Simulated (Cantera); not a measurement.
**Ignition delay**

Mixture: C3H8 : O2 : N2 = 1 : 9.09 : 34.2 (molar parts), equivalence ratio 0.55, at 8.70 bar, adiabatic and at constant volume. Ignition delay is the time to a rise of 400 K.

Model: GRI-Mech 3.0 (53 species, 325 reactions), integrated in Cantera. GRI-Mech 3.0 was tuned for natural gas; its chemistry of propane as a main component is partial and can be far from experiment.

```tsv
T0 (K)	delay (ms)
1075	16.5
1125	6.43
1175	2.55
1225	1.03
1275	0.436
1325	0.194
1375	0.0924
```

```
Property                                                 Value
--------------------------------------------------  ----------
apparent activation energy between 1275 and 1375 K  230 kJ/mol
```
